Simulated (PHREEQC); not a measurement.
Consider water at 55 °C with 0.0012 mol H2SO4 and 0.0028 mol FeSO4 per kg of water. Closed to the air; pH follows from the charge balance.

Computed with PHREEQC (ion-association model, phreeqc.dat).

The ionic strength comes out as 0.0108 mol/kgw. What activity coefficients do FeHSO4+, SO4-2, H+, HSO4-, Fe+2 get?

FeHSO4+ 0.89, SO4-2 0.64, H+ 0.91, HSO4- 0.89, Fe+2 0.65.

This is a speciation only: nothing precipitates in the calculation. At this temperature some constants are extrapolated from 25 °C, and those without enthalpy data are left unchanged.
